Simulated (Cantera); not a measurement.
Cantera run:

```python
import numpy as np
import cantera as ct

gas_names = """
    AL ALCL ALCL2 ALCL3 ALH ALN AL2 AL2CL6 CL CL2 H HCL H2 N NH NH2 NH3 N2 N2H2 N2H4
""".split()
cond_names = """
    AL(cr) AL(L) ALCL3(s) ALCL3(L) ALN(s) NH4CL(a) NH4CL(b)
""".split()


# ... load() reads the species with a 1 bar reference pressure and builds the phases ...
atoms = {
    'AlCl3': {'AL': 1, 'CL': 3},
    'NH3': {'N': 1, 'H': 3},
    'H2': {'H': 2},
}
top_T = {'ALN(s)': 2750}  # K; cautious upper limits of use, not melting points


# ... equilibrate(T, P, feed) seeds the gas with the atoms and calls Mixture.equilibrate('TP', solver="vcs", rtol=1e-11, max_steps=5000) ...
results = []
feed = {'AlCl3': 1, 'NH3': 30, 'H2': 18}  # mol
P = 29  # Pa
for T in [1298, 1373, 1448, 1523, 1598, 1673, 1748, 1823, 1898, 1973, 2048]:
    mix = equilibrate(T, P, feed)
    results.append((T, P, feed, dict(zip(mix.species_names, mix.species_moles))))

top = {s: max(r[3][s] / sum(r[3][g] for g in gas_names) for r in results) for s in gas_names}
cols = sorted((s for s in top if top[s] > 0.001), key=lambda s: -top[s])[:7]
seen = [c for c in cond_names if any(r[3].get(c, 0) > 1e-12 for r in results)]
print("log10 of partial pressures in bar; condensed amounts in mol")
print(f"{'T/K':>10s}" + "".join(f"{s[:9]:>10s}" for s in cols + seen))
for T, P, feed, n in results:
    ng = sum(n[g] for g in gas_names)
    print(f"{T:10.4g}" + "".join(f"{np.log10(max(n[s] / ng * P / 1e5, 1e-99)):10.3f}" for s in cols)
          + "".join(f"{n.get(c, 0):10.4g}" for c in seen))
```

It prints:

```
log10 of partial pressures in bar; condensed amounts in mol
       T/K        H2        N2         H       HCL      ALCL        CL     ALCL3    ALN(s)
      1298    -3.645    -4.270    -7.793    -5.056    -6.169    -9.277    -6.372    0.6654
      1373    -3.647    -4.265    -7.301    -5.170    -5.514    -8.905    -6.682   0.03918
      1448    -3.648    -4.265    -6.859    -5.155    -5.465    -8.455    -7.264         0
      1523    -3.649    -4.265    -6.461    -5.147    -5.453    -8.055    -7.833         0
      1598    -3.650    -4.265    -6.099    -5.145    -5.449    -7.696    -8.361         0
      1673    -3.651    -4.266    -5.769    -5.145    -5.447    -7.371    -8.848         0
      1748    -3.654    -4.267    -5.468    -5.148    -5.448    -7.074    -9.298         0
      1823    -3.659    -4.270    -5.193    -5.153    -5.453    -6.804    -9.716         0
      1898    -3.668    -4.274    -4.941    -5.161    -5.462    -6.556   -10.109         0
      1973    -3.683    -4.280    -4.711    -5.174    -5.479    -6.329   -10.485         0
      2048    -3.706    -4.290    -4.503    -5.194    -5.508    -6.122   -10.851         0
```

Equilibrium computed with Cantera from the NASA thermochemical tables; the gas is ideal and each condensed phase is pure. The tables' values for AlCl2 are old estimates; treat these amounts as uncertain.
